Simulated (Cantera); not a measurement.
Charge: 1 mol AlCl3, 14 mol O2, 2.5 mol H2, held at 0.100 bar.

Method: chemical equilibrium by Gibbs-energy minimisation in Cantera with the NASA 1993 tables (ideal gas, pure condensed phases). Candidate condensed phases: Al, AlCl3, Al2O3, H2O; 29 gas species. Condensed phases not in the tables: AlOCl. Equilibrium is a limit: real reactors are often held back by kinetics, nucleation or transport.

x: gas mole fraction; n: condensed amount in mol.

```json
[
 {"T (K)": "825", "x O2": "0.756", "x HCl": "0.100", "x H2O": "0.102", "x Cl2": "0.0412", "x Cl": "1.05e-5", "x OH": "4.52e-9", "x O": "<1e-12", "n Al2O3(s)": "0.500"},
 {"T (K)": "925", "x O2": "0.758", "x HCl": "0.124", "x H2O": "0.0893", "x Cl2": "0.0287", "x Cl": "6.19e-5", "x OH": "5.46e-8", "x O": "…", "n Al2O3(s)": "0.500"},
 {"T (K)": "1025", "x O2": "0.759", "x HCl": "0.141", "x H2O": "0.0800", "x Cl2": "0.0196", "x Cl": "0.000248", "x OH": "4.06e-7", "x O": "…", "n Al2O3(s)": "0.500"},
 {"T (K)": "1125", "x O2": "0.759", "x HCl": "0.153", "x H2O": "0.0738", "x Cl2": "0.0134", "x Cl": "0.000750", "x OH": "2.13e-6", "x O": "…", "n Al2O3(s)": "0.500"},
 {"T (K)": "1225", "x O2": "0.759", "x HCl": "0.160", "x H2O": "0.0700", "x Cl2": "0.00916", "x Cl": "0.00185", "x OH": "8.57e-6", "x O": "…", "n Al2O3(s)": "0.500"},
 {"T (K)": "1325", "x O2": "0.759", "x HCl": "0.163", "x H2O": "0.0681", "x Cl2": "0.00631", "x Cl": "0.00388", "x OH": "2.82e-5", "x O": "…", "n Al2O3(s)": "0.500"},
 {"T (K)": "1425", "x O2": "0.757", "x HCl": "0.163", "x H2O": "0.0676", "x Cl2": "0.00435", "x Cl": "0.00717", "x OH": "7.93e-5", "x O": "…", "n Al2O3(s)": "0.500"},
 {"T (K)": "1525", "x O2": "0.755", "x HCl": "0.161", "x H2O": "0.0685", "x Cl2": "0.00299", "x Cl": "0.0119", "x OH": "0.000196", "x O": "…", "n Al2O3(s)": "0.500"},
 {"T (K)": "1625", "x O2": "0.753", "x HCl": "0.156", "x H2O": "0.0704", "x Cl2": "0.00204", "x Cl": "0.0182", "x OH": "0.000439", "x O": "…", "n Al2O3(s)": "0.500"},
 {"T (K)": "1725", "x O2": "0.749", "x HCl": "0.149", "x H2O": "0.0732", "x Cl2": "0.00139", "x Cl": "0.0258", "x OH": "0.000899", "x O": "…", "n Al2O3(s)": "0.500"},
 {"T (K)": "1825", "x O2": "0.745", "x HCl": "0.141", "x H2O": "0.0765", "x Cl2": "0.000939", "x Cl": "0.0344", "x OH": "0.00171", "x O": "…", "n Al2O3(s)": "0.500"}
]
```

Problem. Some entries are withheld; supply them.

Solution. 
- 925, x O: 3.69e-11
- 1025, x O: 9.09e-10
- 1125, x O: 1.27e-8
- 1225, x O: 1.16e-7
- 1325, x O: 7.59e-7
- 1425, x O: 3.82e-6
- 1525, x O: 1.56e-5
- 1625, x O: 5.34e-5
- 1725, x O: 0.000159
- 1825, x O: 0.000419
